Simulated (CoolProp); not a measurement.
Properties of octamethyltrisiloxane (MDM) along the isobar 3680 kPa.

The numbers come from the reference Helmholtz-energy equation of state, Thol 2017 in CoolProp.

```csv
T (°C),phase,density (kg/m³),cv (kJ/(kg K)),speed of sound (m/s)
39.85,liquid,806.0,1.506,895.8
66.75,liquid,779.5,1.571,810.8
93.55,liquid,752.5,1.639,729.6
120.45,liquid,724.6,1.708,651.5
147.25,liquid,695.7,1.775,577.1
174.05,liquid,665.4,1.841,505.9
200.95,liquid,633.1,1.906,437.8
227.75,liquid,598.2,1.968,373.1
254.55,liquid,559.7,2.028,311.6
281.45,liquid,515.8,2.086,253.2
```
